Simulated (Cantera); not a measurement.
A closed system holds: 1 mol SiO₂, 6 mol C, 0.52 mol CO, equilibrated at 100000 Pa.

Cantera equilibrium calculation (NASA polynomials, part measured and part estimated; ideal gas, pure solids and liquids). Candidate condensed phases: C, Si, SiC, SiO₂; 20 gas species. The tables hold silica as quartz up to 1696 K and as liquid above; real silica turns to tridymite and cristobalite and melts near 1996 K. Kinetics and transport are ignored.

### Question
At 1675 K, list the 3 most abundant gas species with their mole fractions, and the condensed phases.

### Answer
CO 1.000, SiO 0.000282, CO₂ 0.000168. Condensed: C(graphite) + SiO₂(β-quartz).
